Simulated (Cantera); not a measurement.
A perfectly stirred reactor is fed with CH3OH : O2 : N2 = 0.0023 : 0.0043 : 1 (molar parts), at 100000 Pa; it is held at 1375 K, and followed from long to short residence time.

Model: GRI-Mech 3.0 (53 species, 325 reactions), integrated in Cantera. GRI-Mech 3.0 was tuned for natural gas; its chemistry of methanol as a main component is partial and can be far from experiment.

```
quantity                   before     after
-----------------------  --------  --------
x(CH3OH) at τ = 4.40 s    2.00e-7   7.74e-8
x(O2) at τ = 4.40 s      0.000854   0.00394
x(CH2) at τ = 4.40 s     8.57e-12    <1e-12
x(CO2) at τ = 4.40 s      0.00226  0.000225
x(CO) at τ = 4.40 s       2.18e-5   3.92e-6
x(CH3OH) at τ = 72.0 ms   1.37e-6   8.05e-7
x(O2) at τ = 72.0 ms      0.00102   0.00395
x(CH2) at τ = 72.0 ms     1.92e-9  8.83e-12
x(CO2) at τ = 72.0 ms     0.00202  0.000175
x(CO) at τ = 72.0 ms     0.000257   5.27e-5
```

Q: What was changed between the two runs?
A. CH3OH 0.0023 to 0.00023 parts
B. temperature 1375 to 1523 K
C. N2 1 to 0.31 parts
D. N2 1 to 0.46 parts

A: A, CH3OH 0.0023 to 0.00023 parts
